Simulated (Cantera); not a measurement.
A perfectly stirred reactor is fed with 1.75 % CH4, 97.0 % H2, 1.26 % CO2, at 1600 Pa; it is held at 1698 K, and followed from long to short residence time.

Cantera simulation using GRI-Mech 3.0 (53 species, 325 reactions); the numbers are that mechanism's predictions, not measurements. Radical loss at walls, strong at low pressure, is not modelled.

x: mole fraction; the columns are a selection and need not sum to one.

```tsv
τ (s)	x CH4	x H2	x CO2	x HO2	x OH
16	0.00390	0.964	0.000130	<1e-12	6.11e-7
3.5	0.00737	0.962	0.000445	<1e-12	6.29e-7
0.77	0.0122	0.961	0.00184	<1e-12	5.33e-7
0.17	0.0161	0.964	?	<1e-12	?
0.036	0.0173	0.969	0.0116	<1e-12	5.65e-8
0.0078	0.0174	0.970	0.0126	<1e-12	?
0.0017	0.0175	0.970	0.0126	<1e-12	2.28e-9
0.00037	0.0175	0.970	0.0126	<1e-12	4.86e-10
```

Task: Complete the blanks.

Result: 
- 0.17, x CO2: 0.00628
- 0.17, x OH: 2.89e-7
- 0.0078, x OH: 1.06e-8
